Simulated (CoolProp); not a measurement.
n-octane along the isotherm 620 K: fugacity coefficient from the reference equation and from simpler models built on Tc = 568.7 K, pc = 2484 kPa, ω = 0.398; each cubic takes its own stable root.

The numbers come from the reference Helmholtz-energy equation of state, Beckmüller 2019 in CoolProp.

```csv
p (kPa),phase,reference
124,gas,0.9867
248,gas,0.9735
373,gas,0.9604
497,gas,0.9474
621,gas,0.9345
745,gas,0.9218
869,gas,0.9091
993,gas,0.8965
1120,gas,0.8838
1240,gas,0.8718
```

**Question.** How far does each simpler model (Soave-Redlich-Kwong, Peng-Robinson) lie from the reference over these 10 states: mean and median of the absolute difference, and the worst?

**Answer.** 
- Soave-Redlich-Kwong: mean 0.6 %, median 0.6 %, worst +1.0 % at 620 K and 1240 kPa
- Peng-Robinson: mean 0.4 %, median 0.4 %, worst -0.7 % at 620 K and 1240 kPa
